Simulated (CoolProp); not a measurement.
Vapour-liquid equilibrium of C2F6 (R116) (1) + R143a (2) at 204.8 K; x and y are mole fractions of (1).

Values from CoolProp's multi-fluid Helmholtz-energy mixture model, Lemmon 2006 and Lemmon and Jacobsen 2000; pair parameters Bell 2016.

Q: Give the bubble pressure and the first vapour's composition at x = 0.5, 0.65, 0.95. Is there an azeotrope?

A: x = 0.5: 1.433 bar, y = 0.833; x = 0.65: 1.514 bar, y = 0.857; x = 0.95: 1.651 bar, y = 0.960. No azeotrope shows between x = 0.05 and 0.95.

The pair parameters rest on a limited set of measurements; away from them the model extrapolates. With so large a gap from Raoult's law the liquid may split in two, which this calculation doesn't test in full.
